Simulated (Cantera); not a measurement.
Input (Python, Cantera):

```python
import numpy as np
import cantera as ct

gas = ct.Solution("h2o2.yaml")
gas.TPX = 1125, 120, {'H2': 0.12, 'O2': 1, 'N2': 0.15}
reactor = ct.IdealGasConstPressureReactor(gas, energy="off", clone=False)
net = ct.ReactorNet([reactor])
net.rtol, net.atol = 1e-08, 1e-18
show = ['H2', 'O2', 'OH', 'H2O2', 'O', 'H']
times = np.geomspace(5e-05, 8, 12)

steps = ct.SolutionArray(gas, extra=["t"])
rows = []
print(f"{'t/s':>10s}{'T/K':>9s}{'P/Pa':>11s}" + "".join(f"{s:>11s}" for s in show))
for t in times:
    while net.time < t:
        t_next = net.step()
        steps.append(gas.state, t=t_next)
    rows.append([np.interp(t, steps.t, y) for y in (steps.T, steps.P, *steps(*show).X.T)])
    print(f"{t:10.3e}{rows[-1][0]:9.1f}{rows[-1][1]:11.4g}" + "".join(f"{x:11.3e}" for x in rows[-1][2:]))
rate = np.gradient(steps.T, steps.t)
print("integrator steps:", len(steps.t))
if steps.T.max() > steps.T[0] + 200:
    print(f"time of steepest temperature rise: {steps.t[rate.argmax()]:.4e} s")
gas.TPX = 1125, 120, {'H2': 0.12, 'O2': 1, 'N2': 0.15}
gas.equilibrate("TP")
print(f"equilibrium (TP): T = {gas.T:.1f} K  " + "  ".join(f"{s} {gas[s].X[0]:.3e}" for s in show))
```

Output:

```
       t/s      T/K       P/Pa         H2         O2         OH       H2O2          O          H
 5.000e-05   1125.0        120  9.449e-02  7.874e-01  1.901e-12  5.825e-16  1.942e-12  6.575e-11
 1.486e-04   1125.0        120  9.449e-02  7.874e-01  1.532e-11  5.138e-15  1.631e-11  1.865e-10
 4.417e-04   1125.0        120  9.449e-02  7.874e-01  1.079e-10  4.532e-14  1.279e-10  5.090e-10
 1.313e-03   1125.0        120  9.449e-02  7.874e-01  6.484e-10  4.001e-13  9.513e-10  1.560e-09
 3.903e-03   1125.0        120  9.449e-02  7.874e-01  6.100e-09  3.530e-12  1.064e-08  1.106e-08
 1.160e-02   1125.0        120  9.448e-02  7.874e-01  9.703e-07  3.162e-11  1.741e-06  1.687e-06
 3.448e-02   1125.0        120  1.006e-02  7.344e-01  6.324e-03  2.618e-08  3.421e-02  3.114e-02
 1.025e-01   1125.0        120  2.592e-03  7.254e-01  4.158e-03  1.145e-08  4.625e-02  2.656e-02
 3.046e-01   1125.0        120  2.418e-03  7.301e-01  4.029e-03  1.201e-08  4.218e-02  2.332e-02
 9.055e-01   1125.0        120  1.942e-03  7.416e-01  3.637e-03  1.346e-08  3.218e-02  1.581e-02
 2.691e+00   1125.0        120  9.877e-04  7.605e-01  2.624e-03  1.595e-08  1.529e-02  5.285e-03
 8.000e+00   1125.0        120  2.099e-04  7.734e-01  1.218e-03  1.526e-08  3.143e-03  4.957e-04
integrator steps: 1001
equilibrium (TP): T = 1125.0 K  H2 7.881e-09  O2 7.769e-01  OH 7.514e-06  H2O2 3.547e-11  O 1.182e-07  H 1.146e-10
```

Detailed kinetics in Cantera: the H2/O2 subset of GRI-Mech 3.0, which has no nitrogen chemistry. Radical loss at walls, strong at low pressure, is not modelled. The temperature is held fixed by assumption; the heat of reaction is taken as removed at once.
